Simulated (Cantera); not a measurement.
What does this Cantera script print?

```python
import numpy as np
import cantera as ct

gas_names = """
    AL ALCL ALCL2 ALCL3 ALN AL2 AL2CL6 CL CL2 N N2
""".split()
cond_names = """
    AL(cr) AL(L) ALCL3(s) ALCL3(L) ALN(s)
""".split()


def load(file, names, dense=False):
    # The tables refer to 1 bar. Condensed volumes are neglected.
    table = {s.name: s for s in ct.Species.list_from_file(file)}
    out = []
    for n in names:
        d = dict(table[n].input_data)
        d["thermo"] = dict(d["thermo"], **{"reference-pressure": 1e5})
        if dense:
            d["equation-of-state"] = {"model": "constant-volume", "density": "1e6 g/cm^3"}
        out.append(ct.Species.from_dict(d))
    return out


gas = ct.Solution(thermo="ideal-gas", species=load("nasa_gas.yaml", gas_names))
cond = {s.name: ct.Solution(thermo="fixed-stoichiometry", species=[s], name=s.name)
        for s in load("nasa_condensed.yaml", cond_names, dense=True)}
atoms = {
    'Al': {'AL': 1},
    'Cl2': {'CL': 2},
    'N2': {'N': 2},
}
top_T = {'ALN(s)': 2750}  # K; cautious upper limits of use, not melting points


def equilibrate(T, P, feed):
    n = {}
    for name, mol in feed.items():
        for a, k in atoms[name].items():
            n[a] = n.get(a, 0.0) + k * mol
    gas.TPX = T, P, n
    mass = sum(n.values()) * gas.mean_molecular_weight
    gas.equilibrate("TP")
    valid = [c for c in cond.values() if c.min_temp <= T <= top_T.get(c.name, c.max_temp)]
    mix = ct.Mixture([(gas, mass / gas.mean_molecular_weight)] + [(c, 0.0) for c in valid])
    mix.T, mix.P = T, P
    mix.equilibrate("TP", solver="vcs", rtol=1e-11, max_steps=5000)
    return mix


results = []
feed = {'Al': 1, 'Cl2': 2.4, 'N2': 0.18}  # mol
T = 875  # K
P = 4300  # Pa
mix = equilibrate(T, P, feed)
results.append((T, P, feed, dict(zip(mix.species_names, mix.species_moles))))
print(gas.report(threshold=1e-06))
for i in range(1, mix.n_phases):
    print(f"{mix.phase(i).name:16s} {mix.phase_moles(i):12.5e} mol")
```

Output:

```
       temperature   875 K
          pressure   4300 Pa
           density   0.057848 kg/m^3
  mean mol. weight   97.873 kg/kmol
   phase of matter   gas

                          1 kg             1 kmol
                     ---------------   ---------------
          enthalpy       -2.5666e+06        -2.512e+08  J
   internal energy        -2.641e+06       -2.5848e+08  J
           entropy            3674.3        3.5962e+05  J/K
    Gibbs function       -5.7817e+06       -5.6587e+08  J
 heat capacity c_p            598.37             58564  J/K
 heat capacity c_v            513.42             50250  J/K

                      mass frac. Y      mole frac. X     chem. pot. / RT
                     ---------------   ---------------   ---------------
             ALCL3            0.6405           0.47016           -125.93
            AL2CL6          0.018957         0.0069579           -251.85
                CL        5.3101e-05         0.0001466           -16.295
               CL2           0.31555            0.4356           -32.591
                N2           0.02494          0.087134           -30.116
     [   +6 minor]        6.2165e-14        6.2159e-14

AL(cr)            0.00000e+00 mol
ALCL3(L)          0.00000e+00 mol
ALN(s)            0.00000e+00 mol
```

Equilibrium computed with Cantera from the NASA thermochemical tables; the gas is ideal and each condensed phase is pure.
